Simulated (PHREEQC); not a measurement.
**Acid mine or pickling water: speciation**

A made-up water analysis in mg/kgw, 25 °C, pH 3.2:

```csv
constituent,mg/kgw
Na,1070
K,1110
Ca,596
Mg,34.6
Cl,1020
S(6) as SO4,3840
Sr,4.37
Mn(2),0.677
```

Cl is adjusted to close the charge balance.
Valence states are taken as typed.

Equilibrium calculation in PHREEQC: Pitzer model, pitzer.dat.

```
Property                      Value
--------------------  -------------
ionic strength        0.164 mol/kgw
specific conductance    10900 µS/cm
density                 1.004 g/cm³
osmotic coefficient           0.818
total alkalinity       -1.63 meq/kg
```

```csv
species,molality,activity,log γ
Na+,0.0465,0.0348,-0.126
SO4-2,0.0392,0.00938,-0.621
Cl-,0.0293,0.0215,-0.136
K+,0.0284,0.0209,-0.133
Ca+2,0.0149,0.00318,-0.670
Mg+2,0.00142,0.000366,-0.590
H+,0.000871,0.000631,-0.140
```

Precipitation was switched off in this run. Saturation is exceeded, for instance for Gypsum; the values hold only as long as no solid forms.
